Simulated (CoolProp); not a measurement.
Vapour-liquid equilibrium of isobutene (1) + n-butane (2) at 3.65 °C; x and y are mole fractions of (1).

The numbers come from the multi-fluid Helmholtz-energy mixture model, Lemmon 2005 and Bücker 2006; pair parameters Bell 2016 in CoolProp.

| x | bubble pressure (MPa) | y at the bubble point | dew pressure at overall composition x (MPa) | liquid density (mol/L) |
|---|---|---|---|---|
| 0.05 | 0.1204 | 0.066 | 0.1199 | … |
| 0.15 | 0.1243 | 0.188 | 0.1231 | 10.36 |
| 0.25 | 0.1280 | 0.301 | 0.1264 | 10.42 |
| 0.35 | 0.1315 | 0.407 | 0.1296 | 10.49 |
| 0.45 | 0.1348 | 0.507 | 0.1329 | … |
| 0.55 | … | 0.604 | 0.1362 | 10.62 |
| 0.65 | 0.1410 | … | 0.1395 | 10.69 |
| 0.75 | 0.1439 | 0.786 | 0.1428 | 10.76 |
| 0.85 | 0.1468 | 0.873 | 0.1460 | 10.84 |
| 0.95 | 0.1496 | 0.958 | 0.1493 | 10.91 |

Problem. Some entries are withheld; supply them.

Solution. 
- 0.05, liquid density (mol/L): 10.30
- 0.45, liquid density (mol/L): 10.55
- 0.55, bubble pressure (MPa): 0.1380
- 0.65, y at the bubble point: 0.696

No azeotrope shows between x = 0.05 and 0.95.

Pair parameters are fitted to limited data, so mixtures are less certain than the pure fluids.
